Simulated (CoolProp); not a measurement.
A simple Rankine cycle with R123: condensing at 288.15 K, boiler at 0.298 MPa, turbine inlet 339.6 K, turbine efficiency 0.75, pump efficiency 0.8, no recuperator. Each further row changes one setting.

Values from CoolProp's reference Helmholtz-energy equation of state, Younglove 1994. It is a modified Benedict-Webb-Rubin equation, recast in Helmholtz form.

| case | thermal efficiency (%) | net work (kJ/kg) | heat in (kJ/kg) | turbine exit temperature (K) | volume ratio over the turbine |
|---|---|---|---|---|---|
| as stated | 9.2 | 19.1 | 207 | 306.2 | 4.62 |
| turbine inlet 359.6 K | 9.2 | 20.5 | 222 | 326.1 | 4.58 |
| condensing temperature 280.15 K | 10.7 | 22.9 | 215 | 299.9 | 6.34 |
| boiler pressure 0.209 MPa | 7.3 | 15.2 | 209 | 314.3 | 3.24 |
| turbine efficiency 0.65 | 8.0 | 16.5 | 207 | 309.8 | 4.68 |
